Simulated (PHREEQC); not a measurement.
Metal-bearing waste water: speciation

Make-up at 25 °C: 0.021 mol FeSO4, 0.028 mol CuCl2, 0.0054 mol NaF and 0.007 mol NaCl per kg of water. Closed to the air; pH follows from the charge balance.

The numbers come from PHREEQC with the ion-association model, wateq4f.dat.

- pH: 4.87
- ionic strength: 0.137 mol/kgw

| species | molality | activity | log γ |
|---|---|---|---|
| Cl- | 0.0612 | 0.0454 | -0.130 |
| Cu+2 | 0.0205 | 0.00750 | -0.436 |
| Fe+2 | 0.0163 | 0.00599 | -0.436 |
| Na+ | 0.0121 | 0.00929 | -0.117 |
| SO4-2 | 0.0113 | 0.00378 | -0.475 |
| CuSO4 | 0.00560 | 0.00578 | 0.014 |
| F- | 0.00447 | 0.00330 | -0.132 |
| FeSO4 | 0.00390 | 0.00402 | 0.014 |
| CuCl+ | 0.00123 | 0.000916 | -0.127 |
| CuF+ | 0.000588 | 0.000450 | -0.117 |
| FeCl+ | 0.000491 | 0.000375 | -0.117 |
| FeF+ | 0.000258 | 0.000197 | -0.117 |

This is a speciation only: nothing precipitates in the calculation. Saturation is exceeded, for instance for Atacamite, Antlerite; the values hold only as long as no solid forms. Complexes and solids missing from the database can't appear. Fluoro complexes past AlF4- and FeF3 are missing from the database.
